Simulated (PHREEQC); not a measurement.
Dissolve 0.11 mol/kgw Al(NO3)3, 0.011 mol/kgw Na2CO3 and 3.2e-05 mol/kgw Cs2CO3 at 75 °C. Closed to the air; pH follows from the charge balance.

The numbers come from PHREEQC with the ion-association model, wateq4f.dat.

This is a speciation only: nothing precipitates in the calculation.

Order these Al species by the share of Al that they hold, largest first: AlOH+2, Al(OH)2+, Al+3.

Al+3 (82 %), AlOH+2 (15 %), Al(OH)2+ (2.5 %)

The pH is 3.45 and the ionic strength 0.618 mol/kgw. Saturation is exceeded, for instance for Al(OH)3(a), Boehmite (slow to form); the values hold only as long as no solid forms. Constants without temperature data keep their 25 °C values here.
